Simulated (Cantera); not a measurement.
An adiabatic, constant-volume homogeneous reactor starts with H2 : O2 : N2 = 1 : 0.227 : 0.855 (molar parts), at 1000 K and 5.00 bar. Integrator tolerance rtol = 1e-08.

Computed with Cantera and the H2/O2 subset of GRI-Mech 3.0, which has no nitrogen chemistry. The hydrogen kinetics of GRI-Mech 3.0 are dated; newer H2 mechanisms differ, most at raised pressure.

**Question.** What does this change do: initial temperature 1000 to 1625 K?

**Answer.** 
| quantity | before | after |
|---|---|---|
| time of steepest temperature rise | 7.59 ms | 2.01 µs |
| temperature at 0.300 s | 2834 K | 3104 K |
| equilibrium temperature | 2834 K | 3104 K |
| x(H2) at 0.300 s | 0.287 (gas-phase equilibrium 0.287) | 0.275 (gas-phase equilibrium 0.275) |
| x(O2) at 0.300 s | 3.41e-5 (gas-phase equilibrium 3.41e-5) | 0.000309 (gas-phase equilibrium 0.000309) |
| x(H2O2) at 0.300 s | 6.63e-8 (gas-phase equilibrium 6.63e-8) | 2.36e-7 (gas-phase equilibrium 2.36e-7) |
| x(O) at 0.300 s | 0.000102 (gas-phase equilibrium 0.000102) | 0.000955 (gas-phase equilibrium 0.000955) |
| x(H) at 0.300 s | 0.0139 (gas-phase equilibrium 0.0139) | 0.0384 (gas-phase equilibrium 0.0384) |
| x(H2O) at 0.300 s | 0.239 (gas-phase equilibrium 0.239) | 0.225 (gas-phase equilibrium 0.225) |
| x(HO2) at 0.300 s | 1.29e-7 (gas-phase equilibrium 1.29e-7) | 9.84e-7 (gas-phase equilibrium 9.84e-7) |
Above 3000 K some thermodynamic fits are extrapolated.

**Question.** What does this change do: pressure from 5.00 bar to 10.0 bar?

**Answer.** 
```json
[
 {"quantity": "time of steepest temperature rise", "before": "7.59 ms", "after": "5.88 ms"},
 {"quantity": "temperature at 0.300 s", "before": "2834 K", "after": "2862 K"},
 {"quantity": "equilibrium temperature", "before": "2834 K", "after": "2862 K"},
 {"quantity": "x(H2) at 0.300 s", "before": "0.287 (gas-phase equilibrium 0.287)", "after": "0.288 (gas-phase equilibrium 0.288)"},
 {"quantity": "x(O2) at 0.300 s", "before": "3.41e-5 (gas-phase equilibrium 3.41e-5)", "after": "2.07e-5 (gas-phase equilibrium 2.07e-5)"},
 {"quantity": "x(H2O2) at 0.300 s", "before": "6.63e-8 (gas-phase equilibrium 6.63e-8)", "after": "7.72e-8 (gas-phase equilibrium 7.72e-8)"},
 {"quantity": "x(O) at 0.300 s", "before": "0.000102 (gas-phase equilibrium 0.000102)", "after": "6.22e-5 (gas-phase equilibrium 6.22e-5)"},
 {"quantity": "x(H) at 0.300 s", "before": "0.0139 (gas-phase equilibrium 0.0139)", "after": "0.0108 (gas-phase equilibrium 0.0108)"},
 {"quantity": "x(H2O) at 0.300 s", "before": "0.239 (gas-phase equilibrium 0.239)", "after": "0.240 (gas-phase equilibrium 0.240)"},
 {"quantity": "x(HO2) at 0.300 s", "before": "1.29e-7 (gas-phase equilibrium 1.29e-7)", "after": "1.12e-7 (gas-phase equilibrium 1.12e-7)"}
]
```
